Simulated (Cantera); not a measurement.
# CaCO3 + H2 + H2O (calcination and drying)

Charge: 1 mol CaCO3, 0.57 mol H2, 0.14 mol H2O, held at 673 K and 1 atm.

Cantera equilibrium calculation (NASA polynomials, part measured and part estimated; ideal gas, pure solids and liquids). Candidate condensed phases: C, C6H6, C7H8, C8H18, Ca, CaCO3, CaO, Ca(OH)2, H2O; 115 gas species. Equilibrium is a limit: real reactors are often held back by kinetics, nucleation or transport.

- x(H2) = 0.696
- x(H2O) = 0.259
- x(CH4) = 0.0445
- x(CO2) = 9.14e-6
- x(CO) = 2.01e-6
- n(CaCO3(calcite)) = 0.971 mol
- n(Ca(OH)2(s)) = 0.0290 mol
- gas amount = 0.6520 mol
- log10 activity of C(graphite) (absent) = -2.23
- log10 activity of Ca(s) (absent) = -27.63
